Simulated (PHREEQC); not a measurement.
Dissolve 0.0038 mol/kgw HNO3, 0.0036 mol/kgw KNO3 and 0.023 mol/kgw KH2PO4 at 80 °C. Closed to the air; pH follows from the charge balance.

The numbers come from PHREEQC with the ion-association model, phreeqc.dat.

```json
[
 {"quantity": "pH", "before": "3.16", "after": "4.64"},
 {"quantity": "ionic strength (mol/kgw)", "before": "0.0274", "after": "0.0268"}
]
```

Task: What was changed between the two runs?
(A) KH2PO4 replaced by KHCO3 at the same molality
(B) diluted 100-fold with water
(C) KNO3 left out
(D) temperature from 80 to 15 °C
(E) HNO3 left out

Result: E, HNO3 left out

This is a speciation only: nothing precipitates in the calculation. Away from 25 °C the constants follow the database's enthalpies or fits; those with neither stay at their 25 °C values.
